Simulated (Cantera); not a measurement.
An isothermal plug-flow reactor at 725 K and 100000 Pa (inlet), inlet velocity 0.63 m/s, active area per volume 3900 1/m; feed 3.21 % CO, 18.9 % O₂, 74.6 % N₂, 3.31 % H₂O, equivalence ratio 0.085.

Detailed kinetics in Cantera: Deutschmann's 1995 Pt surface mechanism with GRI-Mech 3.0 gas chemistry. Catalytic surfaces can have several steady states; this one follows from the mechanism file's or the stated starting coverage. Mass transfer to the wall is taken as infinitely fast.

One state of this run: x CO = 0.00537; x O₂ = 0.178; x H₂O = 0.0335; x CO₂ = 0.0272; θ free Pt = 0.0128; θ O* = 0.983; θ OH* = 0.00339; θ CO* = 0.000619. x: gas mole fraction; θ: surface coverage.

Question: Which value of z (m) does it belong to?
A) 0.0049
B) 0.00049
C) 0.0015
D) 0.00027

Answer: C, 0.0015
